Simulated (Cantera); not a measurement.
An adiabatic, constant-pressure homogeneous reactor starts with CH4 : O2 : N2 = 1 : 2 : 7.52 (molar parts), at 1400 K and 22.0 bar.

Detailed kinetics in Cantera: GRI-Mech 3.0 (53 species, 325 reactions). The pressure lies above the range GRI-Mech 3.0 was tuned for (to about 10 atm).

Question: Predict: time of steepest temperature rise; temperature at 0.200 s; equilibrium temperature; x(O2) at 0.200 s; x(HCN) at 0.200 s; x(NO2) at 0.200 s.

Answer: 
```json
{
 "time_of_steepest_temperature_rise": "0.233 ms",
 "temperature at 0.200 s": "2889 K",
 "equilibrium_temperature": "2889 K",
 "x(O2) at 0.200 s": "0.0114 (gas-phase equilibrium 0.0114)",
 "x(HCN) at 0.200 s": "6.60e-9 (gas-phase equilibrium 6.60e-9)",
 "x(NO2) at 0.200 s": "6.23e-6 (gas-phase equilibrium 6.23e-6)"
}
```
